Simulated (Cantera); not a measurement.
Input: 1 mol CH3SiH3, 0.011 mol C2H2, 2.1 mol H2, 0.082 mol C2H4, held at 1125 °C and 0.100 bar.

These are equilibrium values from Cantera (NASA tables, ideal gas, pure condensed phases), not measurements of a reactor. Candidate condensed phases: C, C6H6, C7H8, C8H18, Si, SiC; 87 gas species. The feed counts by its element totals alone. Rates play no part.

### Question
What is the equilibrium state?

### Answer
```json
{
  "x(H2)": "1.000",
  "x(CH4)": "0.000436",
  "x(H)": "1.50e-5",
  "x(C2H2 (acetylene))": "2.45e-6",
  "n(C(graphite))": "0.184 mol",
  "n(SiC(s))": "1.00 mol",
  "gas_amount": "5.273 mol",
  "log10 activity of Si(s) (absent)": "-2.32"
}
```
